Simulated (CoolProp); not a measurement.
Toluene along the isotherm 620 K: fugacity coefficient from the reference equation and from simpler models built on Tc = 591.7 K, pc = 4.126 MPa, ω = 0.266; each cubic takes its own stable root.

Values from CoolProp's reference Helmholtz-energy equation of state, Lemmon 2006. It is a short technical equation, of lower accuracy than the large ones.

```json
[
 {"p (MPa)": "0.0326", "phase": "gas", "reference": "0.9975"},
 {"p (MPa)": "0.0492", "phase": "gas", "reference": "0.9962"},
 {"p (MPa)": "0.0742", "phase": "gas", "reference": "0.9943"},
 {"p (MPa)": "0.112", "phase": "gas", "reference": "0.9915"},
 {"p (MPa)": "0.169", "phase": "gas", "reference": "0.9871"},
 {"p (MPa)": "0.255", "phase": "gas", "reference": "0.9806"},
 {"p (MPa)": "0.385", "phase": "gas", "reference": "0.9708"},
 {"p (MPa)": "0.58", "phase": "gas", "reference": "0.9562"},
 {"p (MPa)": "0.875", "phase": "gas", "reference": "0.9342"},
 {"p (MPa)": "1.32", "phase": "gas", "reference": "0.9016"},
 {"p (MPa)": "1.99", "phase": "gas", "reference": "0.8532"},
 {"p (MPa)": "3", "phase": "gas", "reference": "0.7819"},
 {"p (MPa)": "4.53", "phase": "supercritical", "reference": "0.6762"},
 {"p (MPa)": "6.84", "phase": "supercritical", "reference": "0.5227"},
 {"p (MPa)": "10.3", "phase": "supercritical", "reference": "0.3970"}
]
```

### Question
How far does each simpler model (Soave-Redlich-Kwong, Peng-Robinson) lie from the reference over these 15 states: mean and median of the absolute difference, and the worst?

### Answer
- Soave-Redlich-Kwong: mean 1.5 %, median 0.3 %, worst +8.5 % at 620 K and 10.3 MPa
- Peng-Robinson: mean 0.4 %, median 0.2 %, worst +2.0 % at 620 K and 10.3 MPa
